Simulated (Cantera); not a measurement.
Al + Cl2 + H2 (aluminium and copper etching)

A closed system holds: 1 mol Al, 5 mol Cl2, a varied amount of H2, held at 227 °C and 0.0100 bar.

Cantera equilibrium calculation (NASA polynomials, part measured and part estimated; ideal gas, pure solids and liquids). Candidate condensed phases: Al, AlCl3; 12 gas species. Kinetics and transport are ignored.

From 0.39 mol H2 to 7.8 mol H2 nothing is condensed. The main Al-bearing gas is Al2Cl6 throughout.

```tsv
n(H2) (mol)	x HCl	x Cl2	x H2	x Al2Cl6	x AlCl3	x Cl
0.39	0.177	0.706	<1e-12	0.110	0.00764	1.21e-9
0.5	0.221	0.664	<1e-12	0.107	0.00754	1.17e-9
0.64	0.275	0.614	<1e-12	0.104	0.00742	1.13e-9
0.83	0.342	0.551	<1e-12	0.0995	0.00727	1.07e-9
1.1	0.430	0.469	<1e-12	0.0942	0.00708	9.87e-10
1.4	0.517	0.388	<1e-12	0.0888	0.00687	8.97e-10
1.7	0.594	0.315	<1e-12	0.0841	0.00669	8.08e-10
2.2	0.707	0.209	<1e-12	0.0772	0.00641	6.59e-10
2.9	0.838	0.0867	<1e-12	0.0692	0.00607	4.24e-10
3.7	0.906	<1e-12	0.0259	0.0619	0.00574	<1e-12
4.8	0.793	<1e-12	0.147	0.0540	0.00536	<1e-12
6.1	0.691	<1e-12	0.257	0.0469	0.00499	<1e-12
7.8	0.592	<1e-12	0.364	0.0400	0.00461	<1e-12
```
x: gas mole fraction; nothing condenses.
